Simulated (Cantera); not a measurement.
# N2O furnace oxynitridation

A perfectly stirred reactor is fed with 26.7 % N2O, 1.25 % H2, 72.1 % N2, at 0.00710 bar; it is held at 1325 K, and followed from long to short residence time.

Detailed kinetics in Cantera: GRI-Mech 3.0 (53 species, 325 reactions). GRI-Mech 3.0 was tuned for natural gas; its chemistry of N2O as a main component is partial and can be far from experiment. Radical loss at walls, strong at low pressure, is not modelled. The mechanism lacks the step 2 NO + O2 → 2 NO2, which can matter for NO2 below about 1400 K. The temperature is held fixed by assumption; the heat of reaction is taken as removed at once.

```
τ (s)    x N2O     x H2      x NO   x N2    x H2O2     x OH     x H2O
-------  -----  -------  --------  -----  --------  -------  --------
0.55     0.250  0.00151  0.000846  0.735   8.92e-9  6.53e-5    0.0110
0.25     0.254  0.00276  0.000459  0.732   1.27e-8  7.03e-5   0.00973
0.11     0.258  0.00495  0.000268  0.729   1.36e-8  6.94e-5   0.00753
0.051    0.262  0.00779  0.000157  0.726   1.29e-8  5.93e-5   0.00469
0.023    0.265   0.0105   7.60e-5  0.723   1.10e-8  4.24e-5   0.00203
0.011    0.266   0.0118   3.06e-5  0.721   6.86e-9  2.66e-5  0.000684
0.0048   0.267   0.0124   8.48e-6  0.721   1.97e-9  1.33e-5  0.000156
0.0022   0.267   0.0125   2.23e-6  0.721  3.06e-10  5.90e-6   3.19e-5
0.00098  0.267   0.0125   5.35e-7  0.721  2.76e-11  2.09e-6   5.03e-6
0.00044  0.267   0.0125   1.25e-7  0.721  1.81e-12  6.07e-7   6.57e-7
0.00020  0.267   0.0125   2.82e-8  0.721    <1e-12  1.51e-7   7.42e-8
```
x: mole fraction; the columns are a selection and need not sum to one.
